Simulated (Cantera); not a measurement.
A closed system holds: 1 mol Si, 0.066 mol O₂, 330 mol H₂, at 1423 K.

These are equilibrium values from Cantera (NASA tables, ideal gas, pure condensed phases), not measurements of a reactor. Candidate condensed phases: H₂O, Si, SiO₂; 18 gas species. Kinetics and transport are ignored.

### Question
At 1.00e-5 bar, list the 4 most abundant gas species with their mole fractions, and the condensed phases.

### Answer
H₂ 0.997, H 0.00210, SiO 0.000399, Si 0.000153. Condensed: Si(s).
